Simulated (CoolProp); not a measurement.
Saturated liquid density (kg/m³) of propylene glycol: the reference equation beside estimates from Tc = 674.0 K, pc = 7.292 MPa, ω = 0.327.

Computed with CoolProp (reference Helmholtz-energy equation of state, Eisenbach 2021).

```tsv
T (K)	reference	Redlich-Kwong	Peng-Robinson
453.8	899.7	842.0	999.9
468.7	884.6	823.3	980.9
483.6	868.8	803.7	960.6
498.4	852.4	783.3	939.0
513.3	835.1	761.7	915.6
528.1	816.9	739.0	890.6
543	797.5	[?]	[?]
557.8	776.9	689.2	[?]
572.7	754.6	[?]	801.4
587.5	[?]	632.3	[?]
602.4	703.8	600.0	725.9
617.2	673.8	564.6	681.0
```

**Question.** Fill in the missing entries.

**Answer.** 
- 543, Redlich-Kwong: 714.8
- 543, Peng-Robinson: 863.3
- 557.8, Peng-Robinson: 833.9
- 572.7, Redlich-Kwong: 661.7
- 587.5, reference: 730.5
- 587.5, Peng-Robinson: 765.8

Absolute difference from the reference over all 12 rows, mean and median: Redlich-Kwong 10.5 and 10.0 %, Peng-Robinson 7.7 and 8.6 %.
